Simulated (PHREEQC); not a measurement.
1 kg of water meets 20 L of dry gas (CO2 0.56, H2S 0.44 by moles) at fixed total pressure, at 25 °C; fugacities by Peng-Robinson. The gases take part in no redox reaction, some water evaporates into the gas, and hydrates or a liquid gas phase aren't modelled. Nothing may precipitate in this run.

Model: ion-association model, phreeqc.dat, run in PHREEQC.

Problem. Predict dissolved H2S (mol/kgw), pH at P (atm) = 2, 3, 5, 7.5, 10.

Solution. 
```csv
P (atm),dissolved H2S (mol/kgw),pH
2,0.0731,3.80
3,0.109,3.71
5,0.179,3.60
7.5,0.264,3.52
10,0.344,3.46
```
